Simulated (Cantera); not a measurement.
Cantera run:

```python
import numpy as np
import cantera as ct

gas_names = [...]  # 136 gases of nasa_gas.yaml made of C, H, N, O
cond_names = """
    C(gr) C6H6(L) C7H8(L) C8H18(L),n-octa H2O(s) H2O(L)
""".split()


# ... load() reads the species with a 1 bar reference pressure and builds the phases ...
atoms = {
    'n-butane': {'C': 4, 'H': 10},
    'CO2': {'C': 1, 'O': 2},
    'N2': {'N': 2},
}
top_T = {'C(gr)': 4500}  # K; cautious upper limits of use, not melting points


# ... equilibrate(T, P, feed) seeds the gas with the atoms and calls Mixture.equilibrate('TP', solver="vcs", rtol=1e-11, max_steps=5000) ...
results = []
feed = {'n-butane': 1, 'CO2': 5.2, 'N2': 0.51}  # mol
P = 1333.22  # Pa
for T in [675, 875, 1075, 1275, 1475, 1675, 1875, 2075, 2275]:
    mix = equilibrate(T, P, feed)
    results.append((T, P, feed, dict(zip(mix.species_names, mix.species_moles))))
    x = sorted(zip(gas.X, gas.species_names), reverse=True)
    print(f"T = {T:g} K  P = {P:g} Pa  gas = {mix.phase_moles(0):.4g} mol")
    print("   x: " + "  ".join(f"{s} {v:.3e}" for v, s in x if v > 0.0001))
    print("   condensed (mol): " + ("  ".join(f"{mix.phase(i).name} {mix.phase_moles(i):.4g}"
          for i in range(1, mix.n_phases) if mix.phase_moles(i) > 1e-12) or "none"))
```

It prints:

```
T = 675 K  P = 1333.22 Pa  gas = 9.856 mol
   x: CO2 4.065e-01  H2 2.839e-01  H2O 1.920e-01  N2 5.174e-02  CO 5.014e-02  CH4 1.568e-02
   condensed (mol): C(gr) 4.545
T = 875 K  P = 1333.22 Pa  gas = 14.7 mol
   x: CO 5.583e-01  H2 3.246e-01  CO2 6.724e-02  N2 3.470e-02  H2O 1.482e-02  CH4 4.075e-04
   condensed (mol): none
T = 1075 K  P = 1333.22 Pa  gas = 14.71 mol
   x: CO 5.713e-01  H2 3.124e-01  CO2 5.408e-02  N2 3.467e-02  H2O 2.750e-02
   condensed (mol): none
T = 1275 K  P = 1333.22 Pa  gas = 14.71 mol
   x: CO 5.817e-01  H2 3.021e-01  CO2 4.377e-02  H2O 3.781e-02  N2 3.467e-02
   condensed (mol): none
T = 1475 K  P = 1333.22 Pa  gas = 14.71 mol
   x: CO 5.890e-01  H2 2.947e-01  H2O 4.519e-02  CO2 3.638e-02  N2 3.467e-02
   condensed (mol): none
T = 1675 K  P = 1333.22 Pa  gas = 14.71 mol
   x: CO 5.941e-01  H2 2.892e-01  H2O 5.035e-02  N2 3.466e-02  CO2 3.120e-02  H 5.408e-04
   condensed (mol): none
T = 1875 K  P = 1333.22 Pa  gas = 14.73 mol
   x: CO 5.969e-01  H2 2.840e-01  H2O 5.387e-02  N2 3.462e-02  CO2 2.753e-02  H 3.025e-03
   condensed (mol): none
T = 2075 K  P = 1333.22 Pa  gas = 14.8 mol
   x: CO 5.966e-01  H2 2.757e-01  H2O 5.587e-02  N2 3.445e-02  CO2 2.491e-02  H 1.211e-02  OH 2.801e-04
   condensed (mol): none
T = 2275 K  P = 1333.22 Pa  gas = 15 mol
   x: CO 5.903e-01  H2 2.584e-01  H2O 5.559e-02  H 3.738e-02  N2 3.398e-02  CO2 2.298e-02  OH 1.252e-03  O 1.242e-04
   condensed (mol): none
```

Cantera equilibrium calculation (NASA polynomials, part measured and part estimated; ideal gas, pure solids and liquids).
